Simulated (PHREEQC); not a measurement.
Synthetic water in mmol/kgw, 20 °C, pH 8.62, pe 10:

```json
[
 {"constituent": "Na", "mmol/kgw": "3.65"},
 {"constituent": "K", "mmol/kgw": "0.847"},
 {"constituent": "Ca", "mmol/kgw": "0.241"},
 {"constituent": "Mg", "mmol/kgw": "1.54"},
 {"constituent": "Cl", "mmol/kgw": "0.996"},
 {"constituent": "S(6)", "mmol/kgw": "2.1"},
 {"constituent": "Alkalinity (meq/kgw)", "mmol/kgw": "2.71"},
 {"constituent": "Br", "mmol/kgw": "0.0792"},
 {"constituent": "Li", "mmol/kgw": "0.0309"},
 {"constituent": "Pb", "mmol/kgw": "0.197"}
]
```

Valence states are taken as typed.

Model: ion-association model, phreeqc.dat, run in PHREEQC.

Precipitation was switched off in this run.

Problem. Order these S species by the share of S that they hold, largest first: MgSO4, SO4-2, KSO4-, CaSO4, NaSO4-.

Solution. SO4-2 (87 %), MgSO4 (10 %), CaSO4 (1.3 %), NaSO4- (1.0 %), KSO4- (0.31 %)

Problem. Order these Ca species by the share of Ca that they hold, largest first: Ca+2, CaCO3, CaSO4, CaHCO3+.

Solution. Ca+2 (84 %), CaSO4 (12 %), CaCO3 (2.8 %), CaHCO3+ (1.4 %)

The pH is 8.62 and the ionic strength 0.0106 mol/kgw. Saturation is exceeded, for instance for Pb(OH)2, Cerussite; the values hold only as long as no solid forms. Complexes and solids missing from the database can't appear.
